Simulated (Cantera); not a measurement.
Input (Python, Cantera):

```python
import numpy as np
import cantera as ct

surf = ct.Interface("diamond.yaml", "diamond_100")
gas, bulk = surf.adjacent["gas"], surf.adjacent["diamond"]
k = surf.kinetics_species_index(bulk.species_names[0])
cover = ["c6HH", "c6H*", "c6*H", "c6**", "c6HM", "c6B"]

rows, drift = [], 0.0
print(f"{'T':>10s}{'um/h':>11s}" + "".join(f"{s:>11s}" for s in cover))
for v in [925, 975, 1025, 1075, 1125, 1175, 1225, 1275, 1325, 1375]:
    T, P, xH, xCH3 = v, 1000, 0.0015, 0.00014
    gas.TPX = T, P, {"H": xH, "CH3": xCH3, "CH4": 0.017, "H2": 1 - xH - xCH3 - 0.017}
    surf.TP = bulk.TP = T, P
    surf.coverages = "c6H*:0.1, c6HH:0.9"
    surf.advance_coverages(100.0)
    before = surf.coverages
    surf.advance_coverages(100.0)
    drift = max(drift, np.max(np.abs(surf.coverages - before) / (surf.coverages + 1e-9)))
    rate = surf.net_production_rates[k] * bulk.mean_molecular_weight / bulk.density * 3.6e9
    rows.append([rate, *surf[cover].coverages])
    print(f"{v:10.4g}{rate:11.4e}" + "".join(f"{x:11.3e}" for x in rows[-1][1:]))
```

It prints:

```
         T       um/h       c6HH       c6H*       c6*H       c6**       c6HM        c6B
       925 4.2643e-01  6.186e-01  1.128e-02  2.901e-01  4.823e-03  5.904e-02  1.157e-09
       975 4.6053e-01  5.894e-01  1.525e-02  3.356e-01  7.256e-03  3.927e-02  1.250e-09
      1025 3.7215e-01  5.615e-01  1.987e-02  3.797e-01  1.040e-02  2.007e-02  1.010e-09
      1075 2.3301e-01  5.311e-01  2.485e-02  4.180e-01  1.412e-02  7.745e-03  6.323e-10
      1125 1.4543e-01  4.989e-01  2.994e-02  4.482e-01  1.822e-02  2.585e-03  3.946e-10
      1175 1.1480e-01  4.685e-01  3.505e-02  4.717e-01  2.254e-02  8.416e-04  3.115e-10
      1225 1.1317e-01  4.417e-01  4.014e-02  4.898e-01  2.691e-02  2.795e-04  3.071e-10
      1275 1.1315e-01  4.193e-01  4.514e-02  5.033e-01  3.119e-02  9.417e-05  3.070e-10
      1325 9.2113e-02  4.012e-01  5.000e-02  5.129e-01  3.521e-02  3.181e-05  2.500e-10
      1375 5.5822e-02  3.870e-01  5.468e-02  5.192e-01  3.881e-02  1.122e-05  1.515e-10
```

Model: the Harris–Goodwin 1993 mechanism for the reconstructed diamond (100) surface, integrated in Cantera.
